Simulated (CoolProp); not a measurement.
Computed with CoolProp (reference Helmholtz-energy equation of state, Thol 2019).

Task: Give the vapour pressure (bar), liquid density (kg/m³), vapour density (kg/m³), enthalpy of vaporisation (kJ/kg) of saturated decamethylcyclopentasiloxane (D5) at 202.45, 233.65 °C.

Result: 
```csv
T (°C),p (bar),liquid density (kg/m³),vapour density (kg/m³),enthalpy of vaporisation (kJ/kg)
202.45,0.827,754,8.42,113
233.65,1.67,712,16.9,101
```
